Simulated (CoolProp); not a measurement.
Water along the isobar 1000 bar: density (kg/m³) from the reference equation and from simpler models built on Tc = 647.1 K, pc = 220.6 bar, ω = 0.344; each cubic takes its own stable root.

The numbers come from the reference Helmholtz-energy equation of state, Wagner 2002 in CoolProp.

| T (K) | phase | reference |
|---|---|---|
| 399.7 | liquid | 982.0 |
| 424.9 | liquid | 963.5 |
| 450 | liquid | 943.5 |
| 475.2 | liquid | 921.9 |
| 500.3 | liquid | 898.9 |
| 525.5 | liquid | 874.3 |
| 550.7 | liquid | 848.0 |
| 575.8 | liquid | 820.1 |
| 601 | liquid | 790.3 |
| 626.1 | liquid | 758.5 |

Question: How far does each simpler model (van der Waals, Peng-Robinson) lie from the reference over these 10 states: mean and median of the absolute difference, and the worst?

Answer: 
- van der Waals: mean 48.9 %, median 49.3 %, worst -50.5 % at 399.7 K and 1000 bar
- Peng-Robinson: mean 19.6 %, median 19.4 %, worst -21.4 % at 626.1 K and 1000 bar
